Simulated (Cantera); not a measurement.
An isothermal, constant-pressure homogeneous reactor starts with H₂ : O₂ = 0.018 : 1 (molar parts), equivalence ratio 0.0090, at 1450 K and 230 Pa.

Computed with Cantera and the H2/O2 subset of GRI-Mech 3.0, which has no nitrogen chemistry. Radical loss at walls, strong at low pressure, is not modelled.

x: mole fraction; the columns are a selection and need not sum to one.

```json
[
 {"t (s)": "9.00e-6", "x H₂": "0.0177", "x O₂": "0.982", "x HO₂": "1.23e-9", "x H₂O₂": "<1e-12", "x H": "1.18e-9", "x OH": "5.46e-11"},
 {"t (s)": "2.52e-5", "x H₂": "0.0177", "x O₂": "0.982", "x HO₂": "3.45e-9", "x H₂O₂": "<1e-12", "x H": "3.05e-9", "x OH": "4.06e-10"},
 {"t (s)": "7.08e-5", "x H₂": "0.0177", "x O₂": "0.982", "x HO₂": "(withheld)", "x H₂O₂": "<1e-12", "x H": "(withheld)", "x OH": "(withheld)"},
 {"t (s)": "0.000199", "x H₂": "0.0177", "x O₂": "0.982", "x HO₂": "2.71e-8", "x H₂O₂": "4.11e-12", "x H": "1.30e-8", "x OH": "1.54e-8"},
 {"t (s)": "0.000557", "x H₂": "0.0177", "x O₂": "0.982", "x HO₂": "7.61e-8", "x H₂O₂": "3.13e-11", "x H": "2.32e-8", "x OH": "6.99e-8"},
 {"t (s)": "0.00156", "x H₂": "0.0177", "x O₂": "0.982", "x HO₂": "2.13e-7", "x H₂O₂": "2.26e-10", "x H": "7.60e-8", "x OH": "3.81e-7"},
 {"t (s)": "0.00439", "x H₂": "0.0177", "x O₂": "0.982", "x HO₂": "5.90e-7", "x H₂O₂": "1.42e-9", "x H": "1.39e-6", "x OH": "8.08e-6"},
 {"t (s)": "0.0123", "x H₂": "0.00629", "x O₂": "0.972", "x HO₂": "1.54e-7", "x H₂O₂": "5.42e-9", "x H": "0.000981", "x OH": "0.00430"},
 {"t (s)": "0.0345", "x H₂": "0.000117", "x O₂": "0.966", "x HO₂": "1.05e-7", "x H₂O₂": "2.59e-9", "x H": "0.000782", "x OH": "0.00254"},
 {"t (s)": "0.0969", "x H₂": "0.000116", "x O₂": "0.966", "x HO₂": "1.05e-7", "x H₂O₂": "2.58e-9", "x H": "0.000774", "x OH": "0.00254"},
 {"t (s)": "0.272", "x H₂": "0.000115", "x O₂": "0.966", "x HO₂": "1.04e-7", "x H₂O₂": "2.57e-9", "x H": "0.000754", "x OH": "0.00252"},
 {"t (s)": "0.762", "x H₂": "0.000109", "x O₂": "0.967", "x HO₂": "1.02e-7", "x H₂O₂": "2.53e-9", "x H": "0.000701", "x OH": "0.00246"},
 {"t (s)": "2.14", "x H₂": "9.64e-5", "x O₂": "0.969", "x HO₂": "9.58e-8", "x H₂O₂": "2.43e-9", "x H": "0.000575", "x OH": "0.00231"},
 {"t (s)": "6.00", "x H₂": "(withheld)", "x O₂": "0.972", "x HO₂": "(withheld)", "x H₂O₂": "(withheld)", "x H": "(withheld)", "x OH": "(withheld)"}
]
```

**Question.** Fill in the missing entries.

**Answer.** 
- 7.08e-5, x HO₂: 9.68e-9
- 7.08e-5, x H: 7.00e-9
- 7.08e-5, x OH: 2.75e-9
- 6.00, x H₂: 6.99e-5
- 6.00, x HO₂: 8.17e-8
- 6.00, x H₂O₂: 2.15e-9
- 6.00, x H: 0.000348
- 6.00, x OH: 0.00197
